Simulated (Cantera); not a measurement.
**Reactions in the system C-N-O-Ta**

Standard-state values (1 bar) from the NASA 1993 polynomials, evaluated with Cantera. Values are per mole of reaction as written; species without (g) are pure solids or liquids, kept so even where they would boil at 1 bar. TaC: taken at fixed stoichiometry.

4 TaC + 5 NO₂(g) = 5 N(g) + 4 C + 2 Ta₂O₅

```
T (K)  ΔH° (kJ)  ΔS° (J/K)  ΔG° (kJ)  log10 K               condensed phases
-----  --------  ---------  --------  -------  -----------------------------
300     -1323.0     -294.1   -1234.8   215.00  TaC(s), C(graphite), Ta₂O₅(s)
2450     -880.1        5.8    -894.2    19.06  TaC(s), C(graphite), Ta₂O₅(l)
2550     -865.9       11.5    -895.1    18.33  TaC(s), C(graphite), Ta₂O₅(l)
2650     -852.0       16.8    -896.5    17.67  TaC(s), C(graphite), Ta₂O₅(l)
2750     -838.4       21.8    -898.4    17.06  TaC(s), C(graphite), Ta₂O₅(l)
2850     -825.3       26.5    -900.9    16.51  TaC(s), C(graphite), Ta₂O₅(l)
```
